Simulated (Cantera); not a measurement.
# Dilute partial oxidation

An isothermal, constant-pressure homogeneous reactor starts with CH₃OH : O₂ : N₂ = 0.003 : 0.0034 : 1 (molar parts), at 1123 K and 9.87 atm.

Computed with Cantera and GRI-Mech 3.0 (53 species, 325 reactions). GRI-Mech 3.0 was tuned for natural gas; its chemistry of methanol as a main component is partial and can be far from experiment.

```csv
t (s),x CH₃OH,x O₂,x CH₄,x C₂H₆,x O,x CH₃,x H
5.00e-6,0.00298,0.00338,1.39e-12,<1e-12,3.13e-12,9.87e-11,2.91e-11
1.95e-5,0.00298,0.00338,2.05e-11,<1e-12,3.17e-12,3.69e-10,2.97e-11
7.58e-5,0.00298,0.00338,2.80e-10,<1e-12,3.22e-12,1.23e-9,3.12e-11
0.000295,0.00298,0.00338,2.98e-9,1.20e-12,3.35e-12,2.84e-9,3.54e-11
0.00115,0.00298,0.00338,1.86e-8,1.07e-11,3.67e-12,3.31e-9,4.66e-11
0.00447,0.00298,0.00338,7.52e-8,4.25e-11,5.40e-12,2.77e-9,1.09e-10
0.0174,0.00295,0.00337,2.21e-7,9.61e-11,6.98e-11,1.10e-9,2.40e-9
0.0678,1.15e-10,0.000653,6.97e-8,<1e-12,6.28e-8,1.86e-10,4.27e-7
0.264,8.95e-12,3.45e-5,1.02e-8,<1e-12,5.01e-9,4.11e-11,2.73e-7
1.03,1.63e-12,9.40e-8,8.22e-9,<1e-12,3.28e-12,1.30e-11,6.81e-8
4.00,<1e-12,1.61e-9,8.18e-9,<1e-12,<1e-12,2.73e-12,1.34e-8
```
x: mole fraction; the columns are a selection and need not sum to one.

Equilibrium at this temperature and pressure: CH₃OH <1e-12, O₂ <1e-12, CH₄ 9.08e-11, C₂H₆ <1e-12, O <1e-12, CH₃ <1e-12, H 5.11e-10 (gas phase only).
